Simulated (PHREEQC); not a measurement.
## Alkaline etch or developer (model solution)

Consider water at 20 °C with 0.0047 mol/kgw KOH and 0.052 mol/kgw NaAlO2. Closed to the air; pH follows from the charge balance.

Model: ion-association model, phreeqc.dat, run in PHREEQC.

Each row changes one thing in this solution. This is a speciation only: nothing precipitates in the calculation.

```tsv
case	pH	ionic strength (mol/kgw)
as made	11.74	0.0567
diluted 100-fold with water	9.82	[?]
NaAlO2 left out	11.80	0.00470
temperature from 20 to 25 °C	[?]	0.0567
NaAlO2 from 0.052 to 0.078 mol/kgw	[?]	0.0827
NaAlO2 from 0.052 to 0.26 mol/kgw	11.68	0.265
NaAlO2 from 0.052 to 0.0104 mol/kgw	11.78	0.0151
KOH replaced by KNO3 at the same molality	9.22	0.0567
NaAlO2 from 0.052 to 0.0052 mol/kgw	[?]	[?]
```

Q: Fill in the missing entries.

A: 
- diluted 100-fold with water, ionic strength (mol/kgw): 0.000567
- temperature from 20 to 25 °C, pH: 11.57
- NaAlO2 from 0.052 to 0.078 mol/kgw, pH: 11.73
- NaAlO2 from 0.052 to 0.0052 mol/kgw, pH: 11.79
- NaAlO2 from 0.052 to 0.0052 mol/kgw, ionic strength (mol/kgw): 0.00990

Complexes and solids missing from the database can't appear. Some of these states are supersaturated (in Gibbsite (slow to form), Al(OH)3(a), for instance).
